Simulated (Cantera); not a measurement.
Equilibrium for nitride etching: Si₃N₄ + O₂ + N₂

Charge: 1 mol Si₃N₄, 0.61 mol O₂, 2.1 mol N₂, held at 1775 K.

Equilibrium computed with Cantera from the NASA thermochemical tables; the gas is ideal and each condensed phase is pure. Candidate condensed phases: Si, SiO₂, Si₂N₂O, Si₃N₄; 16 gas species. Mutual solubility and eutectic melting of coexisting phases are not modelled. The tables' values for SiN are old estimates; treat these amounts as uncertain. Equilibrium is a limit: real reactors are often held back by kinetics, nucleation or transport.

From 1.00 Pa to 1.70 mbar the condensed part is Si(l). At 6.00 mbar the condensed part is Si(l) + Si₂N₂O(s). From 22.0 mbar to 1.00 bar the condensed part is Si₂N₂O(s) + Si₃N₄(s). The main Si-bearing gas is Si at 1.00 Pa and SiO at 1.00 bar.

```
P (Pa)   x N₂     x SiO      x Si     x Si₂    x Si₂N     x Si₃     x SiN       x N  n Si(l)  n Si₂N₂O(s)  n Si₃N₄(s)
------  -----  --------  --------  --------  --------  --------  --------  --------  -------  -----------  ----------
1       0.600     0.179     0.220   0.00123  0.000424  0.000296  0.000257   5.70e-9    0.250            0           0
3.60    0.723     0.215    0.0610  0.000341  0.000246   8.24e-5  0.000148   3.30e-9     1.43            0           0
13      0.757     0.225    0.0169   9.45e-5  0.000132   2.28e-5   8.00e-5   1.78e-9     1.69            0           0
46      0.767     0.228   0.00477   2.67e-5   7.07e-5   6.45e-6   4.28e-5  9.51e-10     1.75            0           0
170     0.770     0.229   0.00129   7.23e-6   3.69e-5   1.74e-6   2.23e-5  4.96e-10     1.77            0           0
600     0.963    0.0369  0.000366   2.05e-6   2.19e-5   4.94e-7   1.33e-5  2.95e-10    0.674         1.11           0
2200    0.994   0.00643   4.13e-5   9.57e-8   1.99e-6   9.56e-9   2.91e-6  1.57e-10        0         1.20       0.192
7700    0.999   0.00121   5.10e-6   5.11e-9   2.00e-7  2.21e-10   6.75e-7  8.39e-11        0         1.22       0.188
28000   1.000  0.000216   5.93e-7  2.51e-10   1.87e-8  4.58e-12   1.50e-7  4.40e-11        0         1.22       0.187
100000  1.000   3.96e-5   7.10e-8  1.29e-11   1.81e-9    <1e-12   3.39e-8  2.33e-11        0         1.22       0.187
```
x: gas mole fraction; n: condensed amount in mol.
